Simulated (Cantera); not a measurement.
**Thermodynamics of silicon epitaxy and polysilicon growth, feed Si2Cl6 + HCl + H2**

Input: 1 mol Si2Cl6, 0.45 mol HCl, 86 mol H2, at 39.0 mbar.

Equilibrium computed with Cantera from the NASA thermochemical tables; the gas is ideal and each condensed phase is pure. Candidate condensed phases: Si; 19 gas species. The feed counts by its element totals alone. The tables' values for SiCl3, SiCl are old estimates; treat these amounts as uncertain. Gases not in the tables: Si2H6 and higher silanes. The numbers say what is thermodynamically allowed, not how fast it happens.

From 800 °C to 1400 °C the condensed part is Si(s). At 1450 °C the condensed part is Si(l). The main Si-bearing gas is SiCl4 at 800 °C and SiCl2 at 1450 °C. The share of Si in condensed phases is highest at 1050 °C (58.4 %) and lowest at 800 °C (38.9 %).

```csv
T (°C),x H2,x HCl,x SiCl2,x SiCl4,x SiHCl3,n Si(s),n Si(l)
800,0.961,0.0251,0.00128,0.00786,0.00368,0.778,0
850,0.955,0.0329,0.00239,0.00575,0.00286,0.916,0
900,0.949,0.0403,0.00389,0.00365,0.00200,1.03,0
950,0.944,0.0461,0.00549,0.00196,0.00124,1.11,0
1000,0.941,0.0498,0.00682,0.000914,0.000690,1.15,0
1050,0.939,0.0517,0.00777,0.000392,0.000362,1.17,0
1100,0.938,0.0524,0.00841,0.000165,0.000187,1.16,0
1150,0.938,0.0526,0.00887,7.13e-5,9.88e-5,1.15,0
1200,0.938,0.0525,0.00923,3.19e-5,5.36e-5,1.14,0
1250,0.938,0.0523,0.00951,1.50e-5,3.01e-5,1.12,0
1300,0.938,0.0520,0.00976,7.32e-6,1.75e-5,1.11,0
1350,0.938,0.0517,0.00997,3.73e-6,1.05e-5,1.09,0
1400,0.938,0.0514,0.0102,1.98e-6,6.48e-6,1.08,0
1450,0.937,0.0519,0.00993,1.08e-6,4.02e-6,0,1.10
```
x: gas mole fraction; n: condensed amount in mol.
